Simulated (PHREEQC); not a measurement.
Make-up at 20 °C: 16 mmol/kgw ZnSO4 and 0.38 mmol/kgw NaBF4. Closed to the air; pH follows from the charge balance.

Computed with PHREEQC (ion-association model, phreeqc.dat).

Precipitation was switched off in this run.

### Question
What pH, ionic strength does the model give?

### Answer
pH 3.39; ionic strength 0.0417 mol/kgw.

### Question
In which forms is F present?

### Answer
F- 64 %, HF 29 %, ZnF+ 4.2 %, BF4- 0.7 %, BF2(OH)2- 0.6 % of the F.

Species that the database lacks are ignored. Real BF4- forms and hydrolyses slowly; the run takes it at equilibrium.
